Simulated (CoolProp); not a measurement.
Saturation properties of CHF3 (R23).

Computed with CoolProp (reference Helmholtz-energy equation of state, Penoncello 2003).

```tsv
T (°C)	p (MPa)	liquid density (kg/m³)	enthalpy of vaporisation (kJ/kg)	surface tension (mN/m)	liquid viscosity (µPa s)	liquid conductivity (mW/(m K))
-136.75	0.0009162	1641	279.8	27.4	1040	213
-131.35	0.001765	1623	276.0	26.4	880	201
-126.05	0.003181	1604	272.3	25.3	758	191
-120.75	0.005467	1586	268.5	24.3	661	181
-115.35	0.009090	1567	264.7	23.2	580	173
-110.05	0.01441	1548	260.8	22.2	515	165
-104.75	0.02209	1529	257.0	21.2	461	159
-99.35	0.03309	1510	252.9	20.2	414	152
-94.05	0.04786	1491	248.9	19.1	375	146
-88.75	0.06753	1471	244.8	18.1	342	141
-83.35	0.09376	1451	240.4	17.1	312	136
-78.05	0.1268	1430	236.1	16.1	286	132
-72.75	0.1683	1410	231.6	15.1	264	127
-67.35	0.2209	1388	226.8	14.1	243	123
-62.05	0.2840	1367	221.9	13.1	225	119
```

It boils at -82.0 °C under 1 atm.

Viscosity comes from a separate model (Shan 2000). Thermal conductivity comes from a separate model (Shan 2000). Surface tension comes from a separate correlation (Mulero 2012).
